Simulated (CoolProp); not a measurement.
n-nonane along the isotherm 279.45 °C: fugacity coefficient from the reference equation and from simpler models built on Tc = 321.4 °C, pc = 2.282 MPa, ω = 0.443; each cubic takes its own stable root.

Computed with CoolProp (reference Helmholtz-energy equation of state, Lemmon 2006). It is a short technical equation, of lower accuracy than the large ones.

```csv
p (MPa),phase,reference,van der Waals,Redlich-Kwong,Soave-Redlich-Kwong,Peng-Robinson
0.0108,gas,0.9978,0.9983,0.9980,0.9979,0.9977
0.0246,gas,0.9951,0.9962,0.9955,0.9952,0.9948
0.0561,gas,0.9887,0.9913,0.9897,0.9891,0.9881
0.128,gas,0.9743,…,…,…,0.9730
0.29,gas,…,0.9552,0.9470,0.9441,0.9392
0.661,gas,0.8679,0.8979,0.8803,0.8736,0.8634
1.5,liquid,0.6350,0.7656,0.7270,0.6578,0.6386
3.42,liquid,0.3124,0.4336,…,0.3328,0.3179
```

What belongs in the gaps?


- 0.128, van der Waals: 0.9802
- 0.128, Redlich-Kwong: 0.9765
- 0.128, Soave-Redlich-Kwong: 0.9752
- 0.29, reference: 0.9419
- 3.42, Redlich-Kwong: 0.3714

At some of these states van der Waals gives the other phase, because its saturation line lies elsewhere.
